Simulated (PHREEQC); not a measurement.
A made-up water analysis in mg/L, 25 °C, pH 4.14, pe 8:

```json
[
 {"constituent": "Na", "mg/L": "1.11"},
 {"constituent": "K", "mg/L": "167"},
 {"constituent": "Ca", "mg/L": "46.6"},
 {"constituent": "Mg", "mg/L": "0.236"},
 {"constituent": "Cl", "mg/L": "31.1"},
 {"constituent": "S(6) as SO4", "mg/L": "289"},
 {"constituent": "Sr", "mg/L": "0.524"},
 {"constituent": "Zn", "mg/L": "0.84"},
 {"constituent": "F", "mg/L": "2.09"},
 {"constituent": "Cu(2)", "mg/L": "0.968"}
]
```

Valence states are taken as typed.

Equilibrium calculation in PHREEQC: ion-association model, wateq4f.dat.

Q: The ionic strength comes out as 0.0100 mol/kgw. What activity coefficients do Ca+2, Na+, Cu+2, Sr+2, KSO4- get?

A: Ca+2 0.67, Na+ 0.90, Cu+2 0.67, Sr+2 0.67, KSO4- 0.91.

No solid was allowed to form.
